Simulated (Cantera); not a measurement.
What does this Cantera script print?

```python
import numpy as np
import cantera as ct

gas = ct.Solution("gri30.yaml")
gas.TPX = 600, 730000, {'C3H8': 1, 'O2': 7.25, 'N2': 27.2}
inlet = ct.Reservoir(gas, clone=True)
gas.equilibrate("HP")  # start burning
reactor = ct.IdealGasConstPressureReactor(gas, energy="on", clone=False)
exhaust = ct.Reservoir(gas, clone=True)
tau = [0.38, 0.16, 0.064, 0.026, 0.011, 0.0045, 0.0018, 0.00075, 0.00031, 0.00013, 5.2e-05, 2.2e-05][0]
for a, b in ((inlet, reactor), (reactor, exhaust)):
    ct.MassFlowController(a, b, mdot=lambda t: reactor.mass / tau)
net = ct.ReactorNet([reactor])
show = ['C3H8', 'O2', 'HCO', 'O', 'CH4', 'CO2']

rows = []
print(f"{'tau/s':>10s}{'T/K':>9s}" + "".join(f"{s:>11s}" for s in show))
for tau in [0.38, 0.16, 0.064, 0.026, 0.011, 0.0045, 0.0018, 0.00075, 0.00031, 0.00013, 5.2e-05, 2.2e-05]:
    net.initial_time = 0.0
    net.advance(30 * tau)
    before = gas.X
    net.advance(40 * tau)
    drift = np.max(np.abs(gas.X - before) / (gas.X + 1e-9))
    rows.append([gas.T, *gas[show].X, drift])
    print(f"{tau:10.3e}{gas.T:9.1f}" + "".join(f"{x:11.3e}" for x in gas[show].X))
```

Result:

```
     tau/s      T/K       C3H8         O2        HCO          O        CH4        CO2
 3.800e-01   2092.9  1.972e-08  6.031e-02  5.103e-10  1.228e-04  2.075e-08  8.189e-02
 1.600e-01   2094.7  4.608e-08  6.077e-02  1.205e-09  1.273e-04  4.757e-08  8.187e-02
 6.400e-02   2095.5  1.128e-07  6.112e-02  3.013e-09  1.351e-04  1.120e-07  8.182e-02
 2.600e-02   2095.1  2.689e-07  6.133e-02  7.455e-09  1.505e-04  2.467e-07  8.171e-02
 1.100e-02   2092.9  6.009e-07  6.149e-02  1.783e-08  1.816e-04  4.786e-07  8.148e-02
 4.500e-03   2087.8  1.329e-06  6.167e-02  4.471e-08  2.476e-04  8.419e-07  8.103e-02
 1.800e-03   2078.2  2.849e-06  6.198e-02  1.168e-07  3.767e-04  1.348e-06  8.015e-02
 7.500e-04   2062.5  5.668e-06  6.255e-02  2.972e-07  5.890e-04  2.052e-06  7.868e-02
 3.100e-04   2036.9  1.112e-05  6.360e-02  7.699e-07  9.205e-04  3.349e-06  7.615e-02
 1.300e-04   1996.9  2.189e-05  6.553e-02  1.966e-06  1.358e-03  6.412e-06  7.199e-02
 5.200e-05   1928.5  4.925e-05  6.952e-02  5.257e-06  1.797e-03  1.744e-05  6.430e-02
 2.200e-05   1788.6  1.696e-04  8.013e-02  1.333e-05  1.422e-03  1.032e-04  4.722e-02
```

Detailed kinetics in Cantera: GRI-Mech 3.0 (53 species, 325 reactions). GRI-Mech 3.0 was tuned for natural gas; its chemistry of propane as a main component is partial and can be far from experiment.
